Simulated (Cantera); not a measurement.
Input: 1 mol SiH2Cl2, 2.4 mol CH4, 31 mol H2, held at 1050 °C and 100000 Pa.

Equilibrium computed with Cantera from the NASA thermochemical tables; the gas is ideal and each condensed phase is pure. Candidate condensed phases: C, C6H6, C7H8, C8H18, Si, SiC; 109 gas species. The tables' values for SiCl3 are old estimates; treat these amounts as uncertain. Rates play no part.

Base state: H2 0.941, HCl 0.0529, CH4 0.00602, SiCl4 3.66e-5, SiHCl3 3.30e-5, SiCl2 2.70e-5, SiCl3 1.35e-5 (mole fractions); condensed: C(graphite) + SiC(s).

**Question.** What changes in the equilibrium state with this change: SiH2Cl2 replaced by SiF4?

**Answer.** 
| species | before | after |
|---|---|---|
| H2 | 0.941 | 0.964 |
| SiF4 | 0 | 0.0255 |
| CH4 | 0.00602 | 0.00632 |
| HCl | 0.0529 | 0 |
| HF | 0 | 0.00189 |
| SiHF3 | 0 | 0.00151 |
| SiF3 | 0 | 0.000293 |
| SiH2F2 | 0 | 4.22e-5 |
| SiCl4 | 3.66e-5 | 0 |
| C(graphite), mol | 1.18 | 2.17 |
| SiC(s), mol | 0.996 | 0 |
The tables' values for SiF3 are old estimates; treat these amounts as uncertain.

**Question.** What changes in the equilibrium state with this change: CH4 from 2.4 to 0.34 mol?

**Answer.** 
| species | before | after |
|---|---|---|
| H2 | 0.941 | 0.957 |
| HCl | 0.0529 | 0.0339 |
| SiCl2 | 2.70e-5 | 0.00329 |
| CH4 | 0.00602 | 2.07e-5 |
| SiH3Cl | 1.56e-7 | 3.06e-5 |
| SiH2Cl2 | 4.27e-6 | 0.000529 |
| SiHCl3 | 3.30e-5 | 0.00258 |
| SiCl3 | 1.35e-5 | 0.00104 |
| C(graphite), mol | 1.18 | 0 |
| SiC(s), mol | 0.996 | 0.339 |
| Si(s), mol | 0 | 0.350 |
Mutual solubility and eutectic melting of coexisting phases are not modelled.

**Question.** What changes in the equilibrium state with this change: CH4 from 2.4 to 0.013 mol?

**Answer.** 
```
species            before     after
----------------  -------  --------
H2                  0.941     0.956
HCl                0.0529    0.0343
SiCl2             2.70e-5   0.00336
CH4               0.00602   2.07e-5
SiH3Cl            1.56e-7   3.09e-5
SiH2Cl2           4.27e-6  0.000540
C(graphite), mol     1.18         0
SiC(s), mol         0.996    0.0123
Si(s), mol              0     0.674
```
Mutual solubility and eutectic melting of coexisting phases are not modelled.
